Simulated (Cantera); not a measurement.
Feed: 1 mol C3H8, 2.6 mol NH3, 12 mol N2, 0.11 mol O2, held at 10000 Pa.

Equilibrium computed with Cantera from the NASA thermochemical tables; the gas is ideal and each condensed phase is pure. Candidate condensed phases: C, C6H6, C7H8, C8H18, H2O; 169 gas species. Ions and electrons are included (thermal ionisation). Kinetics and transport are ignored.

**Question.** Which condensed phases are stable at each of these points (T (°C)): 2227, 2727, 3227, 3727, 4227, 4727?

**Answer.** 
| T (°C) | condensed phases | C condensed (%) |
|---|---|---|
| 2227 | C(graphite) | 62.3 |
| 2727 | gas only | 0.0 |
| 3227 | gas only | 0.0 |
| 3727 | gas only | 0.0 |
| 4227 | gas only | 0.0 |
| 4727 | gas only | 0.0 |

At 2227 °C the condensed part is C(graphite). From 2727 °C to 4727 °C nothing is condensed.
